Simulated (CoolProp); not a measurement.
Vapour-liquid equilibrium of R1234ze(E) (1) + n-pentane (2) at 81.45 °C; x and y are mole fractions of (1).

The numbers come from the multi-fluid Helmholtz-energy mixture model, Thol 2016 and Thol 2019; pair parameters Bell 2016 in CoolProp.

```csv
x,"bubble pressure, mixture model (kPa)","bubble pressure, Raoult's law (kPa)","y, mixture model","y, Raoult's law"
0.05,535.7,466.3,0.289,0.222
0.125,745.7,593.0,0.498,0.437
0.2,929.7,719.7,0.606,0.576
0.275,1089,846.4,0.674,0.673
0.35,1227,973.0,0.720,0.745
0.425,1347,1100,0.755,0.800
0.5,1454,1226,0.785,0.844
0.575,1551,1353,0.811,0.880
0.65,1644,1480,0.836,0.910
0.725,1736,1606,0.863,0.935
0.8,1828,1733,0.892,0.956
0.875,1920,1860,0.927,0.974
0.95,2012,1986,0.968,0.990
```

The largest gap from Raoult's law is +29.2 % in bubble pressure, at x = 0.2. No azeotrope shows between x = 0.05 and 0.95.

Pair parameters are fitted to limited data, so mixtures are less certain than the pure fluids.
